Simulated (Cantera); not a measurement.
A closed system holds: 1 mol C₂H₄, 0.078 mol O₂, 0.36 mol N₂, 2 mol NH₃, held at 75.0 Torr.

Cantera equilibrium calculation (NASA polynomials, part measured and part estimated; ideal gas, pure solids and liquids). Candidate condensed phases: C, C₆H₆, C₇H₈, C₈H₁₈, H₂O; 169 gas species. Ions and electrons are included (thermal ionisation). Rates play no part.

Q: What share of the C ends up in condensed phases as a function of T (K), at 2500, 3000, 3500, 4000, 4500, 5000?

A: 
```tsv
T (K)	C condensed (%)	as
2500	77.5	C(graphite)
3000	39.2	C(graphite)
3500	0.0	-
4000	0.0	-
4500	0.0	-
5000	0.0	-
```
